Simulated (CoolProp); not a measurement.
A single-stage vapour-compression cycle with R236FA: evaporating at 236.15 K (dew point), condensing at 267.15 K (bubble point), superheat 10 K, subcooling 5 K, compressor efficiency 0.85, no pressure losses. Each further row changes one setting.

Computed with CoolProp (reference Helmholtz-energy equation of state, Pan 2012).

| case | cooling COP | pressure ratio | discharge temperature (K) | refrigerating effect (kJ/kg) | volumetric capacity (kJ/m³) |
|---|---|---|---|---|---|
| as stated | 5.96 | 4.78 | 281.6 | 153 | 202 |
| evaporating temperature 241.15 K | 7.41 | … | 280.3 | 157 | … |
| condensing temperature 262.15 K | 7.26 | … | 276.4 | 159 | 210 |
| subcooling 10 K | 6.19 | 4.78 | 281.6 | 159 | 210 |
| superheat 20 K | 6.00 | 4.78 | … | 161 | … |
| compressor efficiency 0.75 | 5.26 | 4.78 | 285.8 | 153 | 202 |

### Question
Fill in the missing entries.

### Answer

- evaporating temperature 241.15 K, pressure ratio: 3.59
- evaporating temperature 241.15 K, volumetric capacity (kJ/m³): 270
- condensing temperature 262.15 K, pressure ratio: 3.83
- superheat 20 K, discharge temperature (K): 292.0
- superheat 20 K, volumetric capacity (kJ/m³): 203
